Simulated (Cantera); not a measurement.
A perfectly stirred reactor is fed with CH4 : H2 : O2 : N2 : H2O = 1 : 0.47 : 1.72 : 6.46 : 1.4 (molar parts), at 3.00 bar; it is adiabatic with a 525 K inlet, and is followed from long to short residence time, starting on the burning branch (τ in s: 0.19, 0.068, 0.024, 0.0085, 0.003, 0.0011, 0.00037, 0.00013, 4.6e-05, 1.6e-05).

Cantera simulation using GRI-Mech 3.0 (53 species, 325 reactions); the numbers are that mechanism's predictions, not measurements.

One state of this run: T (K) = 2026; x CH4 = 0.000652; x H2 = 0.0491; x O2 = 0.000640; x HO2 = 2.57e-7; x NO = 7.68e-5; x C2H6 = 3.28e-7. x: mole fraction; the columns are a selection and need not sum to one.

Question: Which value of τ (s) does it belong to?
A) 4.6e-5
B) 0.00013
C) 0.0085
D) 0.024

Answer: C, 0.0085
